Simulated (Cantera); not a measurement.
Cantera run, input and output.

```python
import numpy as np
import cantera as ct

surf = ct.Interface("diamond.yaml", "diamond_100")
gas, bulk = surf.adjacent["gas"], surf.adjacent["diamond"]
k = surf.kinetics_species_index(bulk.species_names[0])
cover = ["c6HH", "c6H*", "c6*H", "c6**", "c6HM", "c6B"]

rows, drift = [], 0.0
print(f"{'P':>10s}{'um/h':>11s}" + "".join(f"{s:>11s}" for s in cover))
for v in [680, 1100, 1700, 2700, 4200, 6600, 10000, 16000]:
    T, P, xH, xCH3 = 1375, v, 0.00045, 0.00033
    gas.TPX = T, P, {"H": xH, "CH3": xCH3, "CH4": 0.007, "H2": 1 - xH - xCH3 - 0.007}
    surf.TP = bulk.TP = T, P
    surf.coverages = "c6H*:0.1, c6HH:0.9"
    surf.advance_coverages(100.0)
    before = surf.coverages
    surf.advance_coverages(100.0)
    drift = max(drift, np.max(np.abs(surf.coverages - before) / (surf.coverages + 1e-9)))
    rate = surf.net_production_rates[k] * bulk.mean_molecular_weight / bulk.density * 3.6e9
    rows.append([rate, *surf[cover].coverages])
    print(f"{v:10.4g}{rate:11.4e}" + "".join(f"{x:11.3e}" for x in rows[-1][1:]))
```

Output:

```
         P       um/h       c6HH       c6H*       c6*H       c6**       c6HM        c6B
       680 1.1095e-02  4.775e-01  4.798e-02  4.556e-01  1.864e-02  1.418e-05  3.011e-11
      1100 2.7681e-02  4.785e-01  4.787e-02  4.545e-01  1.852e-02  2.313e-05  7.511e-11
      1700 6.2177e-02  4.791e-01  4.780e-02  4.539e-01  1.842e-02  3.615e-05  1.687e-10
      2700 1.4301e-01  4.794e-01  4.775e-02  4.533e-01  1.830e-02  5.838e-05  3.881e-10
      4200 3.0634e-01  4.796e-01  4.770e-02  4.529e-01  1.818e-02  9.266e-05  8.313e-10
      6600 6.4123e-01  4.796e-01  4.766e-02  4.525e-01  1.804e-02  1.490e-04  1.740e-09
     1e+04 1.2168e+00  4.795e-01  4.763e-02  4.521e-01  1.791e-02  2.306e-04  3.302e-09
   1.6e+04 2.4088e+00  4.793e-01  4.759e-02  4.517e-01  1.777e-02  3.771e-04  6.536e-09
```

Cantera simulation using the Harris–Goodwin 1993 mechanism for the reconstructed diamond (100) surface; the numbers are that mechanism's predictions, not measurements.
